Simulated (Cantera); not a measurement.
A closed system holds: 1 mol Si, 1.5 mol HF, 2.5 mol NF3, equilibrated at 23.3 Torr.

These are equilibrium values from Cantera (NASA tables, ideal gas, pure condensed phases), not measurements of a reactor. Candidate condensed phases: Si, Si3N4; 37 gas species. The numbers say what is thermodynamically allowed, not how fast it happens.

### Question
At 1548 K, list the 5 most abundant gas species with their mole fractions, and the condensed phases.

### Answer
F 0.482, HF 0.207, N2 0.173, SiF4 0.138, F2 0.000639. Condensed: gas only.
